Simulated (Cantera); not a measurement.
## Premixed flame

A freely propagating, adiabatic, planar premixed flame of H2 : O2 : N2 = 1 : 0.385 : 1.45 (molar parts), equivalence ratio 1.3, unburnt at 648 K and 2.70 bar; mixture-averaged transport, grid criteria slope 0.08 and curve 0.16, no radiation.

Cantera simulation using the H2/O2 subset of GRI-Mech 3.0, which has no nitrogen chemistry; the numbers are that mechanism's predictions, not measurements. The hydrogen kinetics of GRI-Mech 3.0 are dated; newer H2 mechanisms differ, most at raised pressure. Burning velocities carry a grid error of a few per cent, more on coarse grids.

```csv
z (mm),T (K),u (m/s),x H2,x O2,x H,x O,x OH,x HO2
-0.395,648,10.3,0.353,0.136,<1e-8,<1e-8,<1e-8,<1e-8
-0.263,648,10.3,0.353,0.136,<1e-8,<1e-8,<1e-8,<1e-8
-0.197,648,10.3,0.353,0.136,<1e-8,<1e-8,<1e-8,1.38e-8
-0.132,648,10.3,0.353,0.136,3.18e-8,<1e-8,<1e-8,8.52e-7
-0.0658,666,10.5,0.348,0.136,0.000155,9.23e-6,5.03e-5,0.000342
-0.0329,889,13.7,0.314,0.131,0.00602,0.000394,0.00102,0.000406
0,1350,20.0,0.211,0.0911,0.0373,0.00468,0.00417,0.000181
0.0329,1683,24.6,0.120,0.0351,0.0640,0.00850,0.0103,6.52e-5
0.0658,1844,26.7,0.0942,0.0157,0.0652,0.00843,0.0138,2.71e-5
0.132,2005,28.8,0.0904,0.00908,0.0541,0.00697,0.0157,1.41e-5
0.263,2165,30.7,0.0917,0.00629,0.0403,0.00488,0.0157,8.64e-6
0.526,2310,32.4,0.0919,0.00393,0.0281,0.00295,0.0141,4.92e-6
1.05,2426,33.8,0.0914,0.00215,0.0187,0.00155,0.0113,2.55e-6
```
x: mole fraction of selected species; z is measured from the peak of heat release.

```yaml
laminar_burning_velocity: 1030 cm/s
thermal_thickness: 0.132 mm
peak x(H): 0.0665
peak x(O): 0.00866
peak x(OH): 0.0159
peak x(HO2): 0.000552
```
